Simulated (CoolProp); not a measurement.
Properties of nitrous oxide along the isotherm 55.75 °C (Tc = 36.4 °C, pc = 7.245 MPa, ω = 0.161).

The numbers come from the reference Helmholtz-energy equation of state, Lemmon 2006 in CoolProp. It is a short technical equation, of lower accuracy than the large ones.

```csv
p (MPa),phase,Z,cp (kJ/(kg K)),cv (kJ/(kg K)),isothermal compressibility (1/MPa),fugacity coefficient
0.0115,gas,0.9995,0.9076,0.7183,87.00,0.9995
0.0235,gas,0.9991,0.9081,0.7184,42.59,0.9991
0.0483,gas,0.9981,0.9093,0.7187,20.74,0.9981
0.0992,gas,0.9961,0.9116,0.7194,10.12,0.9961
0.204,gas,0.9919,0.9166,0.7207,4.942,0.9920
0.418,gas,0.9834,0.9270,0.7236,2.433,0.9836
0.859,gas,0.9656,0.9500,0.7296,1.206,0.9665
1.76,gas,0.9279,1.005,0.7431,0.6143,0.9318
3.62,gas,0.8437,1.166,0.7768,0.3333,0.8618
```
